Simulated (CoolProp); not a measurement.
Vapour-liquid equilibrium of dimethyl carbonate (1) + n-nonane (2) at 234.25 °C; x and y are mole fractions of (1).

The numbers come from the multi-fluid Helmholtz-energy mixture model, Zhou 2011 and Lemmon 2006; pair parameters Bell 2016 in CoolProp.

```csv
x,"bubble pressure, mixture model (MPa)","bubble pressure, Raoult's law (MPa)","y, mixture model","y, Raoult's law"
0.05,0.7434,0.6962,0.184,0.170
0.15,1.008,0.8723,0.414,0.407
0.25,1.251,1.048,0.548,0.565
0.35,1.466,1.225,0.635,0.677
0.45,1.654,1.401,0.699,0.761
0.55,1.820,1.577,0.751,0.826
0.65,1.968,1.753,0.799,0.879
0.75,2.102,1.929,0.847,0.921
0.85,2.223,2.105,0.900,0.957
0.95,2.327,2.281,0.963,0.987
```

The largest gap from Raoult's law is +19.7 % in bubble pressure, at x = 0.35. No azeotrope shows between x = 0.05 and 0.95.

Pair parameters are fitted to limited data, so mixtures are less certain than the pure fluids.
